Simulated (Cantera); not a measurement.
A perfectly stirred reactor is fed with 1.32 % CH₄, 1.98 % C₂H₆, 1.25 % C₃H₈, 20.1 % O₂, 75.4 % N₂, at 1.00 bar; it is adiabatic with a 350 K inlet, and is followed from long to short residence time, starting on the burning branch (τ in s: 0.048, 0.015, 0.0046, 0.0014, 0.00044, 0.00014, 4.3e-05, 1.3e-05, 4.1e-06).

Model: GRI-Mech 3.0 (53 species, 325 reactions), integrated in Cantera. GRI-Mech 3.0 was tuned for natural gas; its chemistry of propane as a main component is partial and can be far from experiment.

x: mole fraction; the columns are a selection and need not sum to one.

```json
[
 {"τ (s)": "0.048", "T (K)": "2035", "x CH₄": "1.62e-6", "x C₂H₆": "3.81e-7", "x C₃H₈": "2.45e-7", "x CH₂O": "8.39e-7", "x O": "0.000520", "x NO₂": "1.49e-7", "x CH₃": "…"},
 {"τ (s)": "0.015", "T (K)": "2010", "x CH₄": "3.42e-6", "x C₂H₆": "9.78e-7", "x C₃H₈": "6.15e-7", "x CH₂O": "1.94e-6", "x O": "0.000944", "x NO₂": "7.30e-8", "x CH₃": "…"},
 {"τ (s)": "0.0046", "T (K)": "1967", "x CH₄": "7.55e-6", "x C₂H₆": "2.46e-6", "x C₃H₈": "1.48e-6", "x CH₂O": "4.63e-6", "x O": "0.00171", "x NO₂": "3.36e-8", "x CH₃": "…"},
 {"τ (s)": "0.0014", "T (K)": "1903", "x CH₄": "1.85e-5", "x C₂H₆": "6.34e-6", "x C₃H₈": "3.63e-6", "x CH₂O": "1.16e-5", "x O": "0.00284", "x NO₂": "1.66e-8", "x CH₃": "…"},
 {"τ (s)": "0.00044", "T (K)": "1820", "x CH₄": "5.16e-5", "x C₂H₆": "1.75e-5", "x C₃H₈": "9.59e-6", "x CH₂O": "3.05e-5", "x O": "0.00400", "x NO₂": "8.94e-9", "x CH₃": "…"},
 {"τ (s)": "0.00014", "T (K)": "1701", "x CH₄": "0.000210", "x C₂H₆": "6.58e-5", "x C₃H₈": "3.53e-5", "x CH₂O": "0.000101", "x O": "0.00390", "x NO₂": "4.39e-9", "x CH₃": "…"},
 {"τ (s)": "4.3e-5", "T (K)": "350", "x CH₄": "0.0132", "x C₂H₆": "0.0198", "x C₃H₈": "0.0125", "x CH₂O": "<1e-12", "x O": "<1e-12", "x NO₂": "<1e-12", "x CH₃": "<1e-12"},
 {"τ (s)": "1.3e-5", "T (K)": "350", "x CH₄": "0.0132", "x C₂H₆": "0.0198", "x C₃H₈": "0.0125", "x CH₂O": "<1e-12", "x O": "<1e-12", "x NO₂": "<1e-12", "x CH₃": "<1e-12"},
 {"τ (s)": "4.1e-6", "T (K)": "350", "x CH₄": "0.0132", "x C₂H₆": "0.0198", "x C₃H₈": "0.0125", "x CH₂O": "<1e-12", "x O": "<1e-12", "x NO₂": "<1e-12", "x CH₃": "<1e-12"}
]
```

Task: Fill in the missing entries.

Result: 
- 0.048, x CH₃: 1.58e-6
- 0.015, x CH₃: 3.21e-6
- 0.0046, x CH₃: 6.83e-6
- 0.0014, x CH₃: 1.59e-5
- 0.00044, x CH₃: 4.01e-5
- 0.00014, x CH₃: 0.000131
